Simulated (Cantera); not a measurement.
Silicon etching in halogen gases: Si + HF

Charge: 1 mol Si, a varied amount of HF, held at 1123.15 K and 6100 Pa.

Equilibrium computed with Cantera from the NASA thermochemical tables; the gas is ideal and each condensed phase is pure. Candidate condensed phases: Si; 25 gas species. The tables' values for SiF₃, SiF₂ are old estimates; treat these amounts as uncertain. Kinetics and transport are ignored.

From 2.1 mol HF to 3.6 mol HF the condensed part is Si(s). From 4.4 mol HF to 16 mol HF nothing is condensed. The main Si-bearing gas is SiF₄ throughout.

```csv
n(HF) (mol),log p HF,log p H₂,log p SiF₄,log p SiHF₃,n Si(s)
2.1,-5.06,-1.40,-1.71,-2.94,0.466
2.5,-5.06,-1.40,-1.71,-2.94,0.364
3,-5.06,-1.40,-1.71,-2.94,0.237
3.6,-5.06,-1.40,-1.71,-2.94,0.0847
4.4,-2.14,-1.45,-1.75,-5.93,0
5.2,-1.76,-1.54,-1.84,-6.50,0
6.3,-1.58,-1.64,-1.94,-6.89,0
7.6,-1.48,-1.73,-2.03,-7.18,0
9.1,-1.42,-1.82,-2.12,-7.42,0
11,-1.37,-1.91,-2.21,-7.65,0
13,-1.34,-1.99,-2.29,-7.83,0
16,-1.31,-2.09,-2.39,-8.06,0
```
log p: log10 of the partial pressure in bar; n: condensed amount in mol.
